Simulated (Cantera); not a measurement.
Premixed flame

A freely propagating, adiabatic, planar premixed flame of CH4 : O2 : N2 = 1 : 1.67 : 6.27 (molar parts), equivalence ratio 1.2, unburnt at 400 K and 2480 Torr; mixture-averaged transport, grid criteria slope 0.08 and curve 0.16, no radiation.

Computed with Cantera and GRI-Mech 3.0 (53 species, 325 reactions). Burning velocities carry a grid error of a few per cent, more on coarse grids.

```json
[
 {"z (mm)": "-0.571", "T (K)": "400", "u (m/s)": "0.334", "x CH4": "0.112", "x O2": "0.186", "x NO": "<1e-8", "x H": "<1e-8", "x CH3": "<1e-8", "x CH2CO": "<1e-8"},
 {"z (mm)": "-0.381", "T (K)": "405", "u (m/s)": "0.339", "x CH4": "0.111", "x O2": "0.186", "x NO": "<1e-8", "x H": "<1e-8", "x CH3": "2.76e-8", "x CH2CO": "5.55e-8"},
 {"z (mm)": "-0.286", "T (K)": "424", "u (m/s)": "0.356", "x CH4": "0.109", "x O2": "0.184", "x NO": "5.81e-8", "x H": "<1e-8", "x CH3": "1.43e-7", "x CH2CO": "4.98e-7"},
 {"z (mm)": "-0.190", "T (K)": "554", "u (m/s)": "0.469", "x CH4": "0.100", "x O2": "0.174", "x NO": "7.09e-7", "x H": "<1e-8", "x CH3": "2.11e-6", "x CH2CO": "8.34e-6"},
 {"z (mm)": "-0.0952", "T (K)": "1082", "u (m/s)": "0.933", "x CH4": "0.0649", "x O2": "0.126", "x NO": "9.72e-6", "x H": "1.60e-5", "x CH3": "0.000192", "x CH2CO": "0.000101"},
 {"z (mm)": "-0.0476", "T (K)": "1515", "u (m/s)": "1.32", "x CH4": "0.0340", "x O2": "0.0806", "x NO": "2.13e-5", "x H": "0.000220", "x CH3": "0.00136", "x CH2CO": "0.000236"},
 {"z (mm)": "0", "T (K)": "1900", "u (m/s)": "1.66", "x CH4": "0.00748", "x O2": "0.0331", "x NO": "3.80e-5", "x H": "0.00171", "x CH3": "0.00210", "x CH2CO": "0.000174"},
 {"z (mm)": "0.0476", "T (K)": "2057", "u (m/s)": "1.80", "x CH4": "0.000527", "x O2": "0.00969", "x NO": "6.11e-5", "x H": "0.00395", "x CH3": "0.000358", "x CH2CO": "1.89e-5"},
 {"z (mm)": "0.0952", "T (K)": "2100", "u (m/s)": "1.83", "x CH4": "2.44e-5", "x O2": "0.00341", "x NO": "7.73e-5", "x H": "0.00459", "x CH3": "2.17e-5", "x CH2CO": "1.02e-6"},
 {"z (mm)": "0.190", "T (K)": "2136", "u (m/s)": "1.85", "x CH4": "1.05e-7", "x O2": "0.00127", "x NO": "8.86e-5", "x H": "0.00394", "x CH3": "1.07e-7", "x CH2CO": "<1e-8"},
 {"z (mm)": "0.381", "T (K)": "2168", "u (m/s)": "1.88", "x CH4": "<1e-8", "x O2": "0.000585", "x NO": "9.38e-5", "x H": "0.00270", "x CH3": "<1e-8", "x CH2CO": "<1e-8"},
 {"z (mm)": "0.762", "T (K)": "2192", "u (m/s)": "1.90", "x CH4": "<1e-8", "x O2": "0.000222", "x NO": "9.64e-5", "x H": "0.00161", "x CH3": "<1e-8", "x CH2CO": "<1e-8"},
 {"z (mm)": "1.52", "T (K)": "2205", "u (m/s)": "1.91", "x CH4": "<1e-8", "x O2": "7.44e-5", "x NO": "9.78e-5", "x H": "0.000923", "x CH3": "<1e-8", "x CH2CO": "<1e-8"}
]
```
x: mole fraction of selected species; z is measured from the peak of heat release.

```yaml
laminar_burning_velocity: 33.3 cm/s
thermal_thickness: 0.190 mm
peak x(H): 0.00459
peak x(CH3): 0.00235
peak x(CH2CO): 0.000264
grid_points: 152
```
